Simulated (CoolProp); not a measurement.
n-perfluoropentane along the isotherm 192.55 °C: density (kg/m³) from the reference equation and from simpler models built on Tc = 147.9 °C, pc = 20.63 bar, ω = 0.436; each cubic takes its own stable root.

Computed with CoolProp (reference Helmholtz-energy equation of state, Gao 2022).

```tsv
p (bar)	phase	reference
0.316	gas	2.359
0.464	gas	3.470
0.681	gas	5.106
1	gas	7.525
1.47	gas	11.12
2.15	gas	16.40
3.16	gas	24.40
4.64	gas	36.50
6.81	gas	55.13
10	gas	84.74
14.7	gas	134.4
21.5	supercritical	224.1
31.6	supercritical	423.8
46.4	supercritical	779.0
68.1	supercritical	973.8
100	supercritical	1094
```

Problem. How far does each simpler model (van der Waals, Peng-Robinson) lie from the reference over these 16 states: mean and median of the absolute difference, and the worst?

Solution. 
- van der Waals: mean 4.8 %, median 0.0 %, worst +22.6 % at 192.55 °C and 31.6 bar
- Peng-Robinson: mean 1.3 %, median 0.6 %, worst -6.9 % at 192.55 °C and 46.4 bar
